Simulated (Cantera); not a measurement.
A Cantera script and what it prints.

```python
import numpy as np
import cantera as ct

gas_names = [...]  # 91 gases of nasa_gas.yaml made of C, Cl, H
cond_names = """
    C(gr) C6H6(L) C7H8(L) C8H18(L),n-octa
""".split()


# ... load() reads the species with a 1 bar reference pressure and builds the phases ...
atoms = {
    'CH3Cl': {'C': 1, 'H': 3, 'CL': 1},
    'CH4': {'C': 1, 'H': 4},
    'H2': {'H': 2},
}
top_T = {'C(gr)': 4500}  # K; cautious upper limits of use, not melting points


# ... equilibrate(T, P, feed) seeds the gas with the atoms and calls Mixture.equilibrate('TP', solver="vcs", rtol=1e-11, max_steps=5000) ...
results = []
feed = {'CH3Cl': 1, 'CH4': 2, 'H2': 1.6}  # mol
P = 133.322  # Pa
for T in [1450, 1550, 1650, 1750, 1850, 1950, 2050, 2150, 2250, 2350, 2450, 2550, 2650, 2750]:
    mix = equilibrate(T, P, feed)
    results.append((T, P, feed, dict(zip(mix.species_names, mix.species_moles))))

top = {s: max(r[3][s] / sum(r[3][g] for g in gas_names) for r in results) for s in gas_names}
cols = sorted((s for s in top if top[s] > 1e-05), key=lambda s: -top[s])[:5]
seen = [c for c in cond_names if any(r[3].get(c, 0) > 1e-12 for r in results)]
print("log10 of partial pressures in bar; condensed amounts in mol")
print(f"{'T/K':>10s}" + "".join(f"{s[:9]:>10s}" for s in cols + seen))
for T, P, feed, n in results:
    ng = sum(n[g] for g in gas_names)
    print(f"{T:10.4g}" + "".join(f"{np.log10(max(n[s] / ng * P / 1e5, 1e-99)):10.3f}" for s in cols)
          + "".join(f"{n.get(c, 0):10.4g}" for c in seen))
```

It prints:

```
log10 of partial pressures in bar; condensed amounts in mol
       T/K        H2         H       HCL        CL        C3     C(gr)
      1450    -2.936    -6.492    -3.756    -7.401   -18.734         3
      1550    -2.937    -5.970    -3.756    -6.888   -16.807         3
      1650    -2.937    -5.510    -3.757    -6.436   -15.117     2.999
      1750    -2.939    -5.103    -3.760    -6.036   -13.624     2.998
      1850    -2.943    -4.740    -3.764    -5.681   -12.296     2.997
      1950    -2.950    -4.416    -3.774    -5.365   -11.106     2.993
      2050    -2.964    -4.126    -3.791    -5.084   -10.036     2.986
      2150    -2.987    -3.868    -3.821    -4.838    -9.067     2.976
      2250    -3.025    -3.642    -3.869    -4.626    -8.187      2.96
      2350    -3.085    -3.447    -3.943    -4.449    -7.384     2.937
      2450    -3.175    -3.284    -4.051    -4.310    -6.649     2.905
      2550    -3.300    -3.156    -4.199    -4.208    -5.973      2.85
      2650    -3.468    -3.063    -4.390    -4.142    -5.349     2.712
      2750    -3.679    -3.004    -4.622    -4.107    -4.773     2.244
```

Equilibrium computed with Cantera from the NASA thermochemical tables; the gas is ideal and each condensed phase is pure.
